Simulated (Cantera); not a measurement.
Input: 1 mol SiH2Cl2, 0.0049 mol C3H8, 2.9 mol H2, equilibrated at 2125 °C and 1000 Pa.

Method: chemical equilibrium by Gibbs-energy minimisation in Cantera with the NASA 1993 tables (ideal gas, pure condensed phases). Candidate condensed phases: C, C6H6, C7H8, C8H18, Si, SiC; 109 gas species. The tables' values for SiCl, SiCl3 are old estimates; treat these amounts as uncertain. Gases not in the tables: Si2H6 and higher silanes. Equilibrium is a limit: real reactors are often held back by kinetics, nucleation or transport.

Base state: H2 0.504, HCl 0.190, H 0.112, Si 0.0937, SiCl2 0.0500, Cl 0.0300, SiCl 0.0150, Si2C 0.00212 (mole fractions); condensed: gas only.

Q: What changes in the equilibrium state with this change: C3H8 from 0.0049 to 0.056 mol?

A: 
| species | before | after |
|---|---|---|
| H2 | 0.504 | 0.514 |
| HCl | 0.190 | 0.197 |
| H | 0.112 | 0.113 |
| Si | 0.0937 | 0.0752 |
| SiCl2 | 0.0500 | 0.0425 |
| SiCl | 0.0150 | 0.0123 |
| Cl | 0.0300 | 0.0309 |
| C2H2 (acetylene) | 2.75e-5 | 0.00100 |
| C2H | 3.50e-7 | 1.26e-5 |
| SiC2 | 0.000141 | 0.00405 |
| SiC | 2.22e-6 | 1.07e-5 |
| SiC(s), mol | 0 | 0.0553 |

Q: What changes in the equilibrium state with this change: SiH2Cl2 replaced by SiH4?

A: 
```json
[
 {"species": "H2", "before": "0.504", "after": "0.713"},
 {"species": "Si", "before": "0.0937", "after": "0.145"},
 {"species": "H", "before": "0.112", "after": "0.133"},
 {"species": "HCl", "before": "0.190", "after": "0"},
 {"species": "SiCl2", "before": "0.0500", "after": "0"},
 {"species": "Cl", "before": "0.0300", "after": "0"},
 {"species": "SiCl", "before": "0.0150", "after": "0"},
 {"species": "SiCl3", "before": "9.64e-5", "after": "0"},
 {"species": "Si3", "before": "7.34e-5", "after": "0.000272"},
 {"species": "C2H2 (acetylene)", "before": "2.75e-5", "after": "7.53e-6"},
 {"species": "SiC2", "before": "0.000141", "after": "4.23e-5"}
]
```
